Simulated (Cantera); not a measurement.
Cantera with NASA thermochemical tables; ideal gases at 1 bar, condensed phases pure. Values are per mole of reaction as written; species without (g) are pure solids or liquids, kept so even where they would boil at 1 bar.

### Question
Between 1723 and 2623 K, where is each reaction favourable under standard conditions?
- 6 N(g) + C2H6(g) + 4 C = 6 HCN(g)

### Answer
- 6 N(g) + C2H6(g) + 4 C = 6 HCN(g): ΔG° is -1985 kJ at 1723 K and -1982 kJ at 2623 K; it stays negative (K > 1). ΔH° is -2010 kJ and ΔS° -11 J/K at 2623 K.
